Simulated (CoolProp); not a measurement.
The numbers come from the reference Helmholtz-energy equation of state, Fiedler 2023 in CoolProp.

Give the vapour pressure (bar), liquid density (kg/m³), vapour density (kg/m³), enthalpy of vaporisation (kJ/kg) of saturated tetrahydrofuran at 316, 418.8, 444.5 K.


```csv
T (K),p (bar),liquid density (kg/m³),vapour density (kg/m³),enthalpy of vaporisation (kJ/kg)
316,0.450,862,1.25,433
418.8,7.73,735,18.3,348
444.5,12.6,696,29.8,319
```
